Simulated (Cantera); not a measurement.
A closed system holds: 1 mol Ti(OiPr)4, 35 mol H2, at 1075 K and 0.0100 bar.

These are equilibrium values from Cantera (NASA tables, ideal gas, pure condensed phases), not measurements of a reactor. Candidate condensed phases: C, C6H6, C7H8, C8H18, H2O, Ti, TiC, TiO, TiO2, Ti2O3, Ti3O5, Ti4O7; 113 gas species. The feed counts by its element totals alone. Condensed phases not in the tables: Magnéli phases beyond Ti4O7. The numbers say what is thermodynamically allowed, not how fast it happens.

Base state: H2 0.956, CO 0.0439, CH4 0.000412, H2O 5.30e-5 (mole fractions); condensed: C(graphite) + Ti4O7(s).

### Question
What changes in the equilibrium state with this change: temperature from 1075 K to 1575 K?

### Answer
| species | before | after |
|---|---|---|
| H2 | 0.956 | 0.924 |
| CO | 0.0439 | 0.0755 |
| H | 1.43e-7 | 0.000399 |
| C2H2 (acetylene) | 7.19e-9 | 1.95e-5 |
| H2O | 5.30e-5 | 7.16e-7 |
| C(graphite), mol | 9.73 | 7.00 |
| Ti4O7(s), mol | 0.250 | 0 |
| TiC(s), mol | 0 | 1.00 |
TiC: taken at fixed stoichiometry.
